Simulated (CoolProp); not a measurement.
n-hexane along the isotherm 582.3 K: density (kg/m³) from the reference equation and from simpler models built on Tc = 507.8 K, pc = 3.044 MPa, ω = 0.300; each cubic takes its own stable root.

Values from CoolProp's reference Helmholtz-energy equation of state, Thol 2019.

```tsv
p (MPa)	phase	reference	ideal gas	Redlich-Kwong	Soave-Redlich-Kwong	Peng-Robinson
0.457	gas	8.411	8.134	8.427	8.399	8.442
0.913	gas	17.41	16.25	17.49	17.36	17.54
1.37	gas	27.15	24.38	27.33	27.00	27.43
1.83	gas	37.79	32.57	38.18	37.49	38.28
2.28	gas	49.17	40.58	49.89	48.63	49.93
2.74	gas	61.99	48.77	63.25	61.06	63.03
3.2	supercritical	76.26	56.96	78.36	74.71	77.55
3.65	supercritical	91.89	64.97	95.26	89.41	93.29
4.11	supercritical	109.9	73.15	115.1	105.9	111.1
4.57	supercritical	130.3	81.34	137.8	124.0	130.5
```
